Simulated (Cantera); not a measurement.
Input (Python, Cantera):

```python
import numpy as np
import cantera as ct

gas = ct.Solution("gri30.yaml")


def delay(T, t_max=10):
    gas.TPX = T, 101325, {'H2': 1, 'O2': 0.943, 'N2': 3.55, 'H2O': 0.35}
    reactor = ct.IdealGasReactor(gas, clone=False)
    net = ct.ReactorNet([reactor])
    net.rtol, net.atol = 1e-8, 1e-16
    while net.time < t_max:
        t_old, T_old = net.time, reactor.T
        net.step()
        if reactor.T > T + 400:  # ignition: a rise of 400 K
            return t_old + (T + 400 - T_old) / (reactor.T - T_old) * (net.time - t_old)
    return np.nan


taus = []
for T in [1075, 1175, 1275, 1375, 1475, 1575, 1675, 1775, 1875]:
    taus.append(delay(T))
    print(f"T0 = {T:6g} K   tau = {taus[-1]:.4e} s")
```

Result:

```
T0 =   1075 K   tau = 1.5163e-04 s
T0 =   1175 K   tau = 6.1737e-05 s
T0 =   1275 K   tau = 3.6484e-05 s
T0 =   1375 K   tau = 2.5584e-05 s
T0 =   1475 K   tau = 2.0326e-05 s
T0 =   1575 K   tau = 1.7929e-05 s
T0 =   1675 K   tau = 1.7245e-05 s
T0 =   1775 K   tau = 1.7732e-05 s
T0 =   1875 K   tau = 1.9116e-05 s
```

Cantera simulation using GRI-Mech 3.0 (53 species, 325 reactions); the numbers are that mechanism's predictions, not measurements. Where the delays flatten at high temperature, the 400 K rule measures the pace of heat release, not the induction time.
